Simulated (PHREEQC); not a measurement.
A solution holds 13 mmol/kgw H2SO4, 0.81 mmol/kgw CuSO4 and 22 mmol/kgw MnSO4, at 25 °C. Closed to the air; pH follows from the charge balance.

Computed with PHREEQC (ion-association model, phreeqc.dat).

| quantity | before | after |
|---|---|---|
| pH | 1.90 | 2.70 |
| ionic strength (mol/kgw) | 0.0772 | 0.0106 |
| SO4-2 (mol/kgw) | 0.0172 | 0.00277 |
| HSO4- (mol/kgw) | 0.0108 | 0.000398 |
| Cu+2 (mol/kgw) | 0.000506 | 6.48e-5 |
| CuSO4 (mol/kgw) | 0.000304 | 1.62e-5 |

Q: Which change was made?
A) MnSO4 left out
B) diluted 10-fold with water
C) 0.0026 mol/kgw TMAH added
D) 0.0014 mol/kgw Al2(SO4)3 added
E) H2SO4 from 0.013 to 0.0013 mol/kgw

A: B, diluted 10-fold with water

Precipitation was switched off in this run.
